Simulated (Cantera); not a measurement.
A Cantera script and what it prints.

```python
import numpy as np
import cantera as ct

gas_names = """
    Cu CuF CuF2 Cu2 F F2 N NF NF2 NF3 N2
""".split()
cond_names = """
    Cu(cr) Cu(L) CuF2(s) CuF2(L)
""".split()


def load(file, names, dense=False):
    # The tables refer to 1 bar. Condensed volumes are neglected.
    table = {s.name: s for s in ct.Species.list_from_file(file)}
    out = []
    for n in names:
        d = dict(table[n].input_data)
        d["thermo"] = dict(d["thermo"], **{"reference-pressure": 1e5})
        if dense:
            d["equation-of-state"] = {"model": "constant-volume", "density": "1e6 g/cm^3"}
        out.append(ct.Species.from_dict(d))
    return out


gas = ct.Solution(thermo="ideal-gas", species=load("nasa_gas.yaml", gas_names))
cond = {s.name: ct.Solution(thermo="fixed-stoichiometry", species=[s], name=s.name)
        for s in load("nasa_condensed.yaml", cond_names, dense=True)}
atoms = {
    'Cu': {'Cu': 1},
    'F2': {'F': 2},
    'N2': {'N': 2},
}
top_T = {}  # K; cautious upper limits of use, not melting points


def equilibrate(T, P, feed):
    n = {}
    for name, mol in feed.items():
        for a, k in atoms[name].items():
            n[a] = n.get(a, 0.0) + k * mol
    gas.TPX = T, P, n
    mass = sum(n.values()) * gas.mean_molecular_weight
    gas.equilibrate("TP")
    valid = [c for c in cond.values() if c.min_temp <= T <= top_T.get(c.name, c.max_temp)]
    mix = ct.Mixture([(gas, mass / gas.mean_molecular_weight)] + [(c, 0.0) for c in valid])
    mix.T, mix.P = T, P
    mix.equilibrate("TP", solver="vcs", rtol=1e-11, max_steps=5000)
    return mix


results = []
feed = {'Cu': 1, 'F2': 2.9, 'N2': 2.9}  # mol
T = 873  # K
P = 110  # Pa
mix = equilibrate(T, P, feed)
results.append((T, P, feed, dict(zip(mix.species_names, mix.species_moles))))
x = sorted(zip(gas.X, gas.species_names), reverse=True)
print(f"T = {T:g} K  P = {P:g} Pa  gas = {mix.phase_moles(0):.4g} mol")
print("   x: " + "  ".join(f"{s} {v:.3e}" for v, s in x if v > 0.001))
print("   condensed (mol): " + ("  ".join(f"{mix.phase(i).name} {mix.phase_moles(i):.4g}"
      for i in range(1, mix.n_phases) if mix.phase_moles(i) > 1e-12) or "none"))
```

Output:

```
T = 873 K  P = 110 Pa  gas = 5.652 mol
   x: N2 5.129e-01  F 3.018e-01  F2 1.849e-01
   condensed (mol): CuF2(s) 0.9993
```

These are equilibrium values from Cantera (NASA tables, ideal gas, pure condensed phases), not measurements of a reactor.
